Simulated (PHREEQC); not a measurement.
## Copper plating or etch bath

Solution (55 °C): 1.2 mmol/kgw CuSO4, 46 mmol/kgw HBF4 and 81 mmol/kgw H3BO3. Closed to the air; pH follows from the charge balance.

The numbers come from PHREEQC with the ion-association model, phreeqc.dat.

| Property | Result |
|---|---|
| pH | 1.42 |
| ionic strength | 0.0484 mol/kgw |
| total alkalinity | -184 meq/kg |

| species | molality | activity | log γ |
|---|---|---|---|
| H3BO3 | 0.0816 | 0.0825 | 0.005 |
| H+ | 0.0446 | 0.0378 | -0.072 |
| BF4- | 0.0407 | 0.0331 | -0.090 |
| HF | 0.00840 | 0.00849 | 0.005 |
| BF3OH- | 0.00323 | 0.00262 | -0.090 |
| BF2(OH)2- | 0.00151 | 0.00123 | -0.090 |
| Cu+2 | 0.00119 | 0.000554 | -0.330 |
| HSO4- | 0.000957 | 0.000778 | -0.090 |
| SO4-2 | 0.000229 | 0.000103 | -0.350 |
| F- | 0.000105 | 8.46e-5 | -0.095 |
| CuSO4 | 1.39e-5 | 1.40e-5 | 0.005 |
| BF(OH)3- | 4.54e-6 | 3.70e-6 | -0.090 |

Precipitation was switched off in this run. Away from 25 °C the constants follow the database's enthalpies or fits; those with neither stay at their 25 °C values. Real BF4- forms and hydrolyses slowly; the run takes it at equilibrium.
